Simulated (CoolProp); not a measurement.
Decamethylcyclopentasiloxane (D5) along the isotherm 620 K: Z from the reference equation and from simpler models built on Tc = 618.3 K, pc = 1078 kPa, ω = 0.631; each cubic takes its own stable root.

Values from CoolProp's reference Helmholtz-energy equation of state, Thol 2019.

```json
[
 {"p (kPa)": "34.1", "phase": "gas", "reference": "0.9888", "Redlich-Kwong": "0.9892", "Soave-Redlich-Kwong": "0.9893"},
 {"p (kPa)": "50", "phase": "gas", "reference": "0.9834", "Redlich-Kwong": "0.9842", "Soave-Redlich-Kwong": "0.9842"},
 {"p (kPa)": "73.4", "phase": "gas", "reference": "0.9756", "Redlich-Kwong": "0.9766", "Soave-Redlich-Kwong": "0.9767"},
 {"p (kPa)": "108", "phase": "gas", "reference": "0.9638", "Redlich-Kwong": "0.9654", "Soave-Redlich-Kwong": "0.9655"},
 {"p (kPa)": "158", "phase": "gas", "reference": "0.9463", "Redlich-Kwong": "0.9488", "Soave-Redlich-Kwong": "0.9490"},
 {"p (kPa)": "232", "phase": "gas", "reference": "0.9197", "Redlich-Kwong": "0.9235", "Soave-Redlich-Kwong": "0.9238"},
 {"p (kPa)": "341", "phase": "gas", "reference": "0.8784", "Redlich-Kwong": "0.8846", "Soave-Redlich-Kwong": "0.8850"},
 {"p (kPa)": "500", "phase": "gas", "reference": "0.8127", "Redlich-Kwong": "0.8230", "Soave-Redlich-Kwong": "0.8237"},
 {"p (kPa)": "734", "phase": "gas", "reference": "0.6982", "Redlich-Kwong": "0.7166", "Soave-Redlich-Kwong": "0.7180"},
 {"p (kPa)": "1580", "phase": "supercritical", "reference": "0.2310", "Redlich-Kwong": "0.2863", "Soave-Redlich-Kwong": "0.2880"},
 {"p (kPa)": "2320", "phase": "supercritical", "reference": "0.3103", "Redlich-Kwong": "0.3692", "Soave-Redlich-Kwong": "0.3703"},
 {"p (kPa)": "3410", "phase": "supercritical", "reference": "0.4281", "Redlich-Kwong": "0.4928", "Soave-Redlich-Kwong": "0.4938"},
 {"p (kPa)": "5000", "phase": "supercritical", "reference": "0.5949", "Redlich-Kwong": "0.6659", "Soave-Redlich-Kwong": "0.6669"},
 {"p (kPa)": "7340", "phase": "supercritical", "reference": "0.8315", "Redlich-Kwong": "0.9083", "Soave-Redlich-Kwong": "0.9091"},
 {"p (kPa)": "10800", "phase": "supercritical", "reference": "1.167", "Redlich-Kwong": "1.249", "Soave-Redlich-Kwong": "1.250"}
]
```
